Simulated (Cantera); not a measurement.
Charge: 1 mol Fe₂O₃, 0.55 mol SO₃, 0.057 mol CO₂, at 1125 K and 3.90 bar.

These are equilibrium values from Cantera (NASA tables, ideal gas, pure condensed phases), not measurements of a reactor. Candidate condensed phases: C, Fe, Fe(CO)₅, FeO, FeS, FeSO₄, FeS₂, Fe₂O₃, Fe₂(SO₄)₃, Fe₃O₄, S; 25 gas species. The numbers say what is thermodynamically allowed, not how fast it happens.

Base state: SO₂ 0.471, O₂ 0.235, SO₃ 0.222, CO₂ 0.0718 (mole fractions); condensed: Fe₂O₃(s).

What changes in the equilibrium state with this change: temperature from 1125 K to 873 K?


| species | before | after |
|---|---|---|
| CO₂ | 0.0718 | 0.991 |
| SO₂ | 0.471 | 0.00374 |
| SO₃ | 0.222 | 0.00319 |
| O₂ | 0.235 | 0.00187 |
| Fe₂O₃(s), mol | 1.00 | 0.817 |
| Fe₂(SO₄)₃(s), mol | 0 | 0.183 |

What changes in the equilibrium state with this change: Fe₂O₃ replaced by MgO?


```tsv
species	before	after
CO₂	0.0718	0.997
SO₂	0.471	0.00180
O₂	0.235	0.000898
SO₃	0.222	5.22e-5
Fe₂O₃(s), mol	1.00	0
MgO(s), mol	0	0.450
MgSO₄(s), mol	0	0.550
```
Mutual solubility and eutectic melting of coexisting phases are not modelled. Further candidate phases: Mg, MgCO₃, MgO, MgS, MgSO₄.
